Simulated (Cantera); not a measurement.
Cantera run:

```python
import numpy as np
import cantera as ct

gas_names = """
    CL CL2 N N2 Ti TiCL TiCL2 TiCL3 TiCL4
""".split()
cond_names = """
    Ti(a) Ti(b) Ti(L) TiCL2(s) TiCL3(s) TiCL4(L) TiN(s) TiN(L)
""".split()


def load(file, names, dense=False):
    # The tables refer to 1 bar. Condensed volumes are neglected.
    table = {s.name: s for s in ct.Species.list_from_file(file)}
    out = []
    for n in names:
        d = dict(table[n].input_data)
        d["thermo"] = dict(d["thermo"], **{"reference-pressure": 1e5})
        if dense:
            d["equation-of-state"] = {"model": "constant-volume", "density": "1e6 g/cm^3"}
        out.append(ct.Species.from_dict(d))
    return out


gas = ct.Solution(thermo="ideal-gas", species=load("nasa_gas.yaml", gas_names))
cond = {s.name: ct.Solution(thermo="fixed-stoichiometry", species=[s], name=s.name)
        for s in load("nasa_condensed.yaml", cond_names, dense=True)}
atoms = {
    'TiN': {'Ti': 1, 'N': 1},
    'Cl2': {'CL': 2},
}
top_T = {'TiCL2(s)': 1300, 'TiCL3(s)': 1000}  # K; cautious upper limits of use, not melting points


def equilibrate(T, P, feed):
    n = {}
    for name, mol in feed.items():
        for a, k in atoms[name].items():
            n[a] = n.get(a, 0.0) + k * mol
    gas.TPX = T, P, n
    mass = sum(n.values()) * gas.mean_molecular_weight
    gas.equilibrate("TP")
    valid = [c for c in cond.values() if c.min_temp <= T <= top_T.get(c.name, c.max_temp)]
    mix = ct.Mixture([(gas, mass / gas.mean_molecular_weight)] + [(c, 0.0) for c in valid])
    mix.T, mix.P = T, P
    mix.equilibrate("TP", solver="vcs", rtol=1e-11, max_steps=5000)
    return mix


results = []
feed = {'TiN': 1, 'Cl2': 2.3}  # mol
P = 10000  # Pa
for T in [773, 873, 973, 1073, 1173, 1273, 1373, 1473, 1573, 1673]:
    mix = equilibrate(T, P, feed)
    results.append((T, P, feed, dict(zip(mix.species_names, mix.species_moles))))

top = {s: max(r[3][s] / sum(r[3][g] for g in gas_names) for r in results) for s in gas_names}
cols = sorted((s for s in top if top[s] > 0.001), key=lambda s: -top[s])[:5]
seen = [c for c in cond_names if any(r[3].get(c, 0) > 1e-12 for r in results)]
print("log10 of partial pressures in bar; condensed amounts in mol")
print(f"{'T/K':>10s}" + "".join(f"{s[:9]:>10s}" for s in cols + seen))
for T, P, feed, n in results:
    ng = sum(n[g] for g in gas_names)
    print(f"{T:10.4g}" + "".join(f"{np.log10(max(n[s] / ng * P / 1e5, 1e-99)):10.3f}" for s in cols)
          + "".join(f"{n.get(c, 0):10.4g}" for c in seen))
```

Output:

```
log10 of partial pressures in bar; condensed amounts in mol
       T/K     TiCL4        N2       CL2        CL     TiCL3
       773    -1.255    -1.556    -1.778    -6.200   -11.726
       873    -1.255    -1.556    -1.778    -5.243   -10.007
       973    -1.255    -1.556    -1.779    -4.480    -8.643
      1073    -1.256    -1.557    -1.780    -3.859    -7.534
      1173    -1.256    -1.557    -1.785    -3.343    -6.614
      1273    -1.258    -1.559    -1.797    -2.912    -5.837
      1373    -1.262    -1.562    -1.823    -2.550    -5.168
      1473    -1.268    -1.569    -1.873    -2.250    -4.580
      1573    -1.278    -1.578    -1.959    -2.009    -4.051
      1673    -1.292    -1.591    -2.093    -1.826    -3.562
```

These are equilibrium values from Cantera (NASA tables, ideal gas, pure condensed phases), not measurements of a reactor.
